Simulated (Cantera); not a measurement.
# Equilibrium for abatement and gas-phase synthesis: H₂S + SO₂ + N₂

Charge: 1 mol H₂S, 0.15 mol SO₂, 0.26 mol N₂, at 3.20 bar.

These are equilibrium values from Cantera (NASA tables, ideal gas, pure condensed phases), not measurements of a reactor. Candidate condensed phases: H₂O, H₂SO₄, S; 35 gas species. Kinetics and transport are ignored.

From 2025 °C to 2625 °C nothing is condensed.

```csv
T (°C),log p H₂,log p S₂,log p N₂,log p H₂O,log p H₂S,log p SH,log p S,log p SO,log p H
2025,0.00,-0.10,-0.33,-0.34,-0.58,-0.94,-1.81,-1.47,-2.02
2125,0.02,-0.10,-0.34,-0.36,-0.65,-0.87,-1.60,-1.33,-1.79
2225,0.03,-0.11,-0.34,-0.39,-0.73,-0.81,-1.42,-1.21,-1.59
2325,0.04,-0.13,-0.35,-0.42,-0.80,-0.75,-1.25,-1.10,-1.40
2425,0.04,-0.15,-0.35,-0.46,-0.88,-0.70,-1.10,-1.01,-1.23
2525,0.04,-0.17,-0.36,-0.50,-0.95,-0.67,-0.96,-0.93,-1.07
2625,0.04,-0.20,-0.37,-0.54,-1.03,-0.64,-0.83,-0.86,-0.92
```
log p: log10 of the partial pressure in bar; nothing condenses.
